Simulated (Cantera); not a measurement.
An isothermal, constant-pressure homogeneous reactor starts with 1.56 % CH₄, 98.4 % H₂, at 1475 K and 203 Torr.

Detailed kinetics in Cantera: GRI-Mech 3.0 (53 species, 325 reactions). GRI-Mech 3.0 stops at C3 and has no aromatics, soot or wall deposition, so with more carbon than oxygen in the feed, carbon stays in small species such as C2H2 where larger ones or solid carbon would form.

Predict: x(CH₄) at 7.00 s; x(H₂) at 7.00 s; x(C₂H₆) at 7.00 s; x(C₂H₄) at 7.00 s; x(C₂H₂) at 7.00 s; x(CH₃) at 7.00 s.


| Item | Value |
|---|---|
| x(CH₄) at 7.00 s | 0.0140 (gas-phase equilibrium 0.0120) |
| x(H₂) at 7.00 s | 0.985 (gas-phase equilibrium 0.986) |
| x(C₂H₆) at 7.00 s | 3.78e-7 (gas-phase equilibrium 4.45e-7) |
| x(C₂H₄) at 7.00 s | 7.35e-5 (gas-phase equilibrium 0.000159) |
| x(C₂H₂) at 7.00 s | 0.000735 (gas-phase equilibrium 0.00165) |
| x(CH₃) at 7.00 s | 6.97e-6 (gas-phase equilibrium 6.10e-6) |
